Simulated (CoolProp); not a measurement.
Vapour-liquid equilibrium of R134a (1) + R245fa (2) at 0.00111 MPa; x and y are mole fractions of (1).

The numbers come from the multi-fluid Helmholtz-energy mixture model, Tillner-Roth 1994 and Akasaka 2015; pair parameters Akasaka 2014 in CoolProp.

```tsv
x	bubble temperature, mixture model (K)	bubble temperature, Raoult's law (K)	y, mixture model	y, Raoult's law
0.05	205.3	205.4	0.432	0.424
0.15	197.9	198.2	0.746	0.741
0.25	193.4	193.6	0.859	0.857
0.35	190.2	190.3	0.913	0.913
0.45	187.7	187.8	0.944	0.944
0.55	185.7	185.8	0.963	0.964
0.65	184.1	184.1	0.976	0.977
0.75	182.7	182.7	0.986	0.986
0.85	181.4	181.4	0.993	0.993
0.95	180.3	180.3	0.998	0.998
```

The largest gap from Raoult's law is -0.3 K in bubble temperature, at x = 0.15. No azeotrope shows between x = 0.05 and 0.95.

Pair parameters are fitted to limited data, so mixtures are less certain than the pure fluids.
